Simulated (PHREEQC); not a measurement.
1 kg of water holding 0.41 mol/kgw MgCl2 and 0.029 mol/kgw KCl is evaporated at 20 °C; the solids stay in contact with the brine. CO2 from the air is kept out. The run lets Bischofite, Brucite, Carnallite, Sylvite, MgCl2_4H2O precipitate or redissolve, and no other solid.

The series has 16 steps of water left (kg), from 1 to 0.02247.

Computed with PHREEQC (Pitzer model, pitzer.dat).

### Question
Which solids form, in which order, and at which step of the series does each first stand?

### Answer
Carnallite from water left = 0.07541 kg; Bischofite from water left = 0.0529 kg.
